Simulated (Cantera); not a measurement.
What does this Cantera script print?

```python
import numpy as np
import cantera as ct

gas_names = [...]  # 113 gases of nasa_gas.yaml made of C, H, O, Pb
cond_names = """
    C(gr) C6H6(L) C7H8(L) C8H18(L),n-octa H2O(s) H2O(L) Pb(cr) Pb(L) PbO(rd) PbO(yw) PbO(L) PbO2(s)
    Pb3O4(s)
""".split()


# ... load() reads the species with a 1 bar reference pressure and builds the phases ...
atoms = {
    'Pb': {'Pb': 1},
    'CO': {'C': 1, 'O': 1},
    'H2': {'H': 2},
}
top_T = {'C(gr)': 4500, 'Pb3O4(s)': 820}  # K; cautious upper limits of use, not melting points


# ... equilibrate(T, P, feed) seeds the gas with the atoms and calls Mixture.equilibrate('TP', solver="vcs", rtol=1e-11, max_steps=5000) ...
results = []
feed = {'Pb': 1, 'CO': 0.15, 'H2': 0.97}  # mol
for P in [10, 32, 100, 320, 1000, 3200, 10000, 32000, 100000, 320000, 1000000]:
    for T in [925, 975, 1025, 1075, 1125, 1175, 1225, 1275, 1325, 1375, 1425, 1475, 1525, 1575]:
        mix = equilibrate(T, P, feed)
        results.append((T, P, feed, dict(zip(mix.species_names, mix.species_moles))))

for T, P, feed, n in results:
    print(f"{T:7g} {P:10.4g}  " + (" + ".join(c for c in cond_names if n.get(c, 0) > 1e-12) or "gas only"))
```

Output:

```
    925         10  C(gr) + Pb(L)
    975         10  Pb(L)
   1025         10  Pb(L)
   1075         10  gas only
   1125         10  gas only
   1175         10  gas only
   1225         10  gas only
   1275         10  gas only
   1325         10  gas only
   1375         10  gas only
   1425         10  gas only
   1475         10  gas only
   1525         10  gas only
   1575         10  gas only
    925         32  C(gr) + Pb(L)
    975         32  Pb(L)
   1025         32  Pb(L)
   1075         32  Pb(L)
   1125         32  gas only
   1175         32  gas only
   1225         32  gas only
   1275         32  gas only
   1325         32  gas only
   1375         32  gas only
   1425         32  gas only
   1475         32  gas only
   1525         32  gas only
   1575         32  gas only
    925        100  C(gr) + Pb(L)
    975        100  Pb(L)
   1025        100  Pb(L)
   1075        100  Pb(L)
   1125        100  Pb(L)
   1175        100  Pb(L)
   1225        100  gas only
   1275        100  gas only
   1325        100  gas only
   1375        100  gas only
   1425        100  gas only
   1475        100  gas only
   1525        100  gas only
   1575        100  gas only
    925        320  C(gr) + Pb(L)
    975        320  Pb(L)
   1025        320  Pb(L)
   1075        320  Pb(L)
   1125        320  Pb(L)
   1175        320  Pb(L)
   1225        320  Pb(L)
   1275        320  gas only
   1325        320  gas only
   1375        320  gas only
   1425        320  gas only
   1475        320  gas only
   1525        320  gas only
   1575        320  gas only
    925       1000  C(gr) + Pb(L)
    975       1000  Pb(L)
   1025       1000  Pb(L)
   1075       1000  Pb(L)
   1125       1000  Pb(L)
   1175       1000  Pb(L)
   1225       1000  Pb(L)
   1275       1000  Pb(L)
   1325       1000  Pb(L)
   1375       1000  gas only
   1425       1000  gas only
   1475       1000  gas only
   1525       1000  gas only
   1575       1000  gas only
    925       3200  C(gr) + Pb(L)
    975       3200  Pb(L)
   1025       3200  Pb(L)
   1075       3200  Pb(L)
   1125       3200  Pb(L)
   1175       3200  Pb(L)
   1225       3200  Pb(L)
   1275       3200  Pb(L)
   1325       3200  Pb(L)
   1375       3200  Pb(L)
   1425       3200  Pb(L)
   1475       3200  gas only
   1525       3200  gas only
   1575       3200  gas only
    925      1e+04  C(gr) + Pb(L)
    975      1e+04  Pb(L)
   1025      1e+04  Pb(L)
   1075      1e+04  Pb(L)
   1125      1e+04  Pb(L)
   1175      1e+04  Pb(L)
   1225      1e+04  Pb(L)
   1275      1e+04  Pb(L)
   1325      1e+04  Pb(L)
   1375      1e+04  Pb(L)
   1425      1e+04  Pb(L)
   1475      1e+04  Pb(L)
   1525      1e+04  Pb(L)
   1575      1e+04  gas only
    925    3.2e+04  Pb(L)
    975    3.2e+04  Pb(L)
   1025    3.2e+04  Pb(L)
   1075    3.2e+04  Pb(L)
   1125    3.2e+04  Pb(L)
   1175    3.2e+04  Pb(L)
   1225    3.2e+04  Pb(L)
   1275    3.2e+04  Pb(L)
   1325    3.2e+04  Pb(L)
   1375    3.2e+04  Pb(L)
   1425    3.2e+04  Pb(L)
   1475    3.2e+04  Pb(L)
   1525    3.2e+04  Pb(L)
   1575    3.2e+04  Pb(L)
    925      1e+05  Pb(L)
    975      1e+05  Pb(L)
   1025      1e+05  Pb(L)
   1075      1e+05  Pb(L)
   1125      1e+05  Pb(L)
   1175      1e+05  Pb(L)
   1225      1e+05  Pb(L)
   1275      1e+05  Pb(L)
   1325      1e+05  Pb(L)
   1375      1e+05  Pb(L)
   1425      1e+05  Pb(L)
   1475      1e+05  Pb(L)
   1525      1e+05  Pb(L)
   1575      1e+05  Pb(L)
    925    3.2e+05  Pb(L)
    975    3.2e+05  Pb(L)
   1025    3.2e+05  Pb(L)
   1075    3.2e+05  Pb(L)
   1125    3.2e+05  Pb(L)
   1175    3.2e+05  Pb(L)
   1225    3.2e+05  Pb(L)
   1275    3.2e+05  Pb(L)
   1325    3.2e+05  Pb(L)
   1375    3.2e+05  Pb(L)
   1425    3.2e+05  Pb(L)
   1475    3.2e+05  Pb(L)
   1525    3.2e+05  Pb(L)
   1575    3.2e+05  Pb(L)
    925      1e+06  Pb(L)
    975      1e+06  Pb(L)
   1025      1e+06  Pb(L)
   1075      1e+06  Pb(L)
   1125      1e+06  Pb(L)
   1175      1e+06  Pb(L)
   1225      1e+06  Pb(L)
   1275      1e+06  Pb(L)
   1325      1e+06  Pb(L)
   1375      1e+06  Pb(L)
   1425      1e+06  Pb(L)
   1475      1e+06  Pb(L)
   1525      1e+06  Pb(L)
   1575      1e+06  Pb(L)
```

Cantera equilibrium calculation (NASA polynomials, part measured and part estimated; ideal gas, pure solids and liquids).
